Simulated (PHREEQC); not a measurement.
PHREEQC input (ion-association model, wateq4f.dat):

```
SOLUTION_MASTER_SPECIES
  An  An-  0  An  62.0  # stands for a non-complexing anion
SOLUTION_SPECIES
  An- = An-
    -log_k 0
    -gamma 3.0 0
PHASES
  Fix_H+
    H+ = H+
    -log_k 0
SOLUTION 1
  temp 25
  units mmol/kgw
  pH 7 charge
  Cl 0.108
  Ni 0.054
  Na 1
  An 1
END
SELECTED_OUTPUT 1
  -reset false
  -pH true
  -pe true
  -ionic_strength true
  -water true
  -totals Cl Na Ni
  -molalities Hfo_wOH Hfo_wOH2+ Hfo_wO- Hfo_sOH Hfo_sOH2+ Hfo_sO- Hfo_sONi+ Hfo_wONi+
  -saturation_indices Ni(OH)2 Halite
USER_PUNCH 1
  -headings sigma psi
  10 PUNCH EDL("sigma", "Hfo"), EDL("psi", "Hfo")
PRINT
  -reset false
USE solution 1
SURFACE 1
  Hfo_wOH 0.000161798 600 0.072
  Hfo_sOH 4.04494e-06
EQUILIBRIUM_PHASES 1
  Fix_H+ -3 HAn 10
    -force_equality true
  O2(g) -0.68 10
END
# ... the last block is repeated for the other 16 points of pH, with NaOH or the acid as the point needs
```

Selected output (columns that matter, 17 of 17 rows; pH added in front):

```
pH	mu	Na	Ni	m_Hfo_wOH	m_Hfo_wOH2+	m_Hfo_wO-	m_Hfo_sOH	m_Hfo_sOH2+	m_Hfo_sO-	m_Hfo_sONi+	si_Ni(OH)2	si_Halite	sigma	psi
3	0.0022697	0.001	5.4e-05	4.8722e-05	0.00011259	4.83e-07	1.218e-06	2.8148e-06	1.2075e-08	1.4803e-11	-9.1592	-8.5943	0.25667	0.23226
3.5	0.0015317	0.001	5.4e-05	7.9716e-05	8.0268e-05	1.8136e-06	1.9928e-06	2.0067e-06	4.5339e-08	1.0936e-10	-8.1437	-8.5866	0.17962	0.22402
4	0.0012933	0.001	5.3999e-05	0.00010018	5.7623e-05	3.9903e-06	2.5041e-06	1.4403e-06	9.9738e-08	7.9562e-10	-7.1378	-8.5836	0.12279	0.20883
4.5	0.0012132	0.001	5.3994e-05	0.00011234	4.2691e-05	6.7716e-06	2.8043e-06	1.0657e-06	1.6904e-07	5.915e-09	-6.1357	-8.5826	0.082248	0.1899
5	0.0011841	0.001	5.3952e-05	0.00011893	3.3071e-05	9.7976e-06	2.9398e-06	8.1749e-07	2.4219e-07	4.542e-08	-5.1353	-8.5822	0.053376	0.16835
5.5	0.0011716	0.001	5.3639e-05	0.00012214	2.6959e-05	1.2677e-05	2.7963e-06	6.1721e-07	2.9023e-07	3.4119e-07	-4.1375	-8.582	0.033439	0.1447
6	0.0011619	0.001	5.21e-05	0.00012356	2.2615e-05	1.5464e-05	1.7652e-06	3.2309e-07	2.2093e-07	1.7357e-06	-3.1499	-8.5819	0.020444	0.11994
6.5	0.0011545	0.0010038	4.923e-05	0.0001232	1.9013e-05	1.8287e-05	4.4263e-07	6.8312e-08	6.5703e-08	3.4683e-06	-2.1744	-8.5802	0.012283	0.094741
7	0.0011483	0.0010208	4.1938e-05	0.00011717	1.3921e-05	2.2592e-05	7.679e-08	9.1235e-09	1.4807e-08	3.9442e-06	-1.2442	-8.5728	0.0075619	0.071883
7.5	0.0011328	0.0010545	2.5775e-05	9.8184e-05	6.7665e-06	3.2637e-05	2.196e-08	1.5134e-09	7.2996e-09	4.0142e-06	-0.4564	-8.5584	0.0052454	0.056297
8	0.0011183	0.0010871	1.0251e-05	7.4311e-05	2.8143e-06	4.4952e-05	1.0166e-08	3.85e-10	6.1496e-09	4.0282e-06	0.1396	-8.545	0.0035866	0.042101
8.5	0.0011131	0.0011061	2.2781e-06	6.0022e-05	1.5716e-06	5.2514e-05	6.8454e-09	1.7924e-10	5.9891e-09	4.0319e-06	0.472	-8.5374	0.0017279	0.022004
9	0.0011187	0.001118	3.3307e-07	5.5765e-05	1.2928e-06	5.5106e-05	6.1118e-09	1.4169e-10	6.0396e-09	4.0326e-06	0.5742	-8.5328	-0.00033999	-0.0044463
9.5	0.0011415	0.001142	6.7867e-08	5.4358e-05	1.2015e-06	5.6339e-05	5.9261e-09	1.3099e-10	6.142e-09	4.0327e-06	0.6083	-8.5239	-0.0027056	-0.032799
10	0.0012135	0.0012148	3.7765e-08	5.2965e-05	1.112e-06	5.7791e-05	5.7708e-09	1.2116e-10	6.2966e-09	4.0327e-06	0.6422	-8.498	-0.0060826	-0.061057
10.5	0.0014411	0.0014438	4.3906e-08	5.0593e-05	9.723e-07	6.0309e-05	5.513e-09	1.0595e-10	6.5717e-09	4.0327e-06	0.7005	-8.4259	-0.012033	-0.088362
11	0.0021678	0.0021733	8.7386e-08	4.5634e-05	7.2773e-07	6.5556e-05	4.977e-09	7.9368e-11	7.1497e-09	4.0327e-06	0.8259	-8.2562	-0.024398	-0.11315
```

Along this series the solution becomes supersaturated in solids that the run did not let form, among them Ni(OH)2. The oxide is taken as insoluble; below pH 4 it would dissolve.
